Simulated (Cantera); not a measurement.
## Roasting and sulfation: FeS + O₂ + N₂

A closed system holds: 1 mol FeS, 0.16 mol O₂, 5.7 mol N₂, held at 1250 °C and 8000 Pa.

Method: chemical equilibrium by Gibbs-energy minimisation in Cantera with the NASA 1993 tables (ideal gas, pure condensed phases). Candidate condensed phases: Fe, FeO, FeS, FeSO₄, FeS₂, Fe₂O₃, Fe₂(SO₄)₃, Fe₃O₄, S; 19 gas species. Metal and sulfide melt together well below either melting point, which pure phases cannot show. Mutual solubility and eutectic melting of coexisting phases are not modelled. The tables' stoichiometric FeO is somewhat more stable than real wüstite, so its field is too wide. FeO, FeS: taken at fixed stoichiometry. Rates play no part.

- x(N₂) = 0.977
- x(S₂) = 0.0133
- x(SO₂) = 0.00892
- x(SO) = 0.000600
- x(S₂O) = 9.78e-5
- x(S) = 2.16e-5
- n(FeO(s)) = 0.212 mol
- n(FeS(l)) = 0.788 mol
- gas amount = 5.834 mol
- log10 activity of Fe(γ) (absent) = -0.84
- log10 activity of S(l) (absent) = -2.72
